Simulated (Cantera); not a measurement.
Mixture: CH₄ : O₂ : N₂ = 1 : 3.57 : 13.4 (molar parts), at 1000000 Pa, adiabatic and at constant volume. Ignition delay is the time to a rise of 400 K.

Computed with Cantera and GRI-Mech 3.0 (53 species, 325 reactions).

Task: What does this change do: pressure from 1000000 Pa to 170000 Pa?

Result: 
```
quantity                                                before       after
--------------------------------------------------  ----------  ----------
delay at 1273 K                                        1.47 ms     7.70 ms
delay at 1423 K                                       0.297 ms     1.31 ms
delay at 1573 K                                        75.2 µs    0.316 ms
delay at 1723 K                                        23.6 µs    0.103 ms
delay at 1873 K                                        8.98 µs     42.2 µs
apparent activation energy between 1798 and 1948 K  170 kJ/mol  160 kJ/mol
```

Task: What does this change do: pressure from 1000000 Pa to 120000 Pa?

Result: 
| quantity | before | after |
|---|---|---|
| delay at 1273 K | 1.47 ms | 10.3 ms |
| delay at 1423 K | 0.297 ms | 1.73 ms |
| delay at 1573 K | 75.2 µs | 0.420 ms |
| delay at 1723 K | 23.6 µs | 0.141 ms |
| delay at 1873 K | 8.98 µs | 58.2 µs |
| apparent activation energy between 1798 and 1948 K | 170 kJ/mol | 160 kJ/mol |
